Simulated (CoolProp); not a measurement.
Properties of fluorine along the isobar 20 MPa.

Values from CoolProp's reference Helmholtz-energy equation of state, de Reuck 1990.

| T (K) | phase | Z | cp (kJ/(kg K)) | cv (kJ/(kg K)) | Joule-Thomson coefficient (K/MPa) | isothermal compressibility (1/MPa) |
|---|---|---|---|---|---|---|
| 94.1 | liquid | 0.6501 | 1.451 | 0.8051 | -0.2820 | 0.001663 |
| 108.8 | liquid | 0.6001 | 1.478 | 0.7571 | -0.2340 | 0.002423 |
| 123.5 | liquid | 0.5700 | 1.518 | 0.7267 | -0.1599 | 0.003698 |
| 138.2 | liquid | 0.5571 | 1.579 | 0.7076 | -0.03827 | 0.006026 |
| 152.9 | supercritical | 0.5626 | 1.675 | (withheld) | 0.1675 | 0.01059 |
| 167.6 | supercritical | 0.5913 | 1.793 | 0.6888 | 0.4913 | 0.01925 |
| 182.3 | supercritical | 0.6464 | 1.832 | 0.6811 | 0.8936 | 0.03166 |
| 197 | supercritical | 0.7166 | 1.690 | 0.6722 | 1.203 | 0.04131 |
| 211.8 | supercritical | 0.7830 | (withheld) | 0.6640 | 1.347 | 0.04574 |
| 226.5 | supercritical | 0.8378 | 1.356 | 0.6565 | 1.385 | 0.04757 |
| 241.2 | supercritical | 0.8818 | (withheld) | 0.6494 | 1.358 | 0.04820 |
| 255.9 | supercritical | 0.9166 | 1.165 | 0.6431 | 1.288 | 0.04823 |
| 270.6 | supercritical | (withheld) | 1.104 | (withheld) | 1.193 | 0.04799 |
| 285.3 | supercritical | 0.9654 | 1.057 | 0.6343 | 1.088 | 0.04769 |
| 300 | supercritical | 0.9823 | 1.022 | 0.6320 | 0.9835 | 0.04740 |

### Question
Complete the blanks.

### Answer

- 152.9, cv (kJ/(kg K)): 0.6961
- 211.8, cp (kJ/(kg K)): 1.501
- 241.2, cp (kJ/(kg K)): 1.247
- 270.6, Z: 0.9439
- 270.6, cv (kJ/(kg K)): 0.6380
